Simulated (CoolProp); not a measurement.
n-octane at 380.02 K and 0.0359 MPa flows at 1.6 m/s in a round tube of 1 mm bore and 45 µm roughness, fully developed (64/Re and Nu = 3.66 if laminar; Colebrook and Gnielinski if turbulent). Each further row changes one setting.

Values from CoolProp's reference Helmholtz-energy equation of state, Beckmüller 2019.

| case | Reynolds number | Darcy friction factor | pressure drop (Pa/m) | heat-transfer coefficient (W/(m² K)) | mass flow (kg/h) |
|---|---|---|---|---|---|
| as stated | ? | ? | ? | 66.1 | ? |
| velocity 3.2 m/s | 589 | 0.109 | 739 | 66.1 | 0.0120 |
| diameter 2 mm | 589 | 0.109 | ? | 33.0 | ? |

Task: Fill in the missing entries.

Result: 
- as stated, Reynolds number: 295
- as stated, Darcy friction factor: 0.217
- as stated, pressure drop (Pa/m): 369
- as stated, mass flow (kg/h): 0.00601
- diameter 2 mm, pressure drop (Pa/m): 92.3
- diameter 2 mm, mass flow (kg/h): 0.0240

Viscosity comes from a separate model (Huber 2004). Thermal conductivity comes from a separate model (Huber 2005).
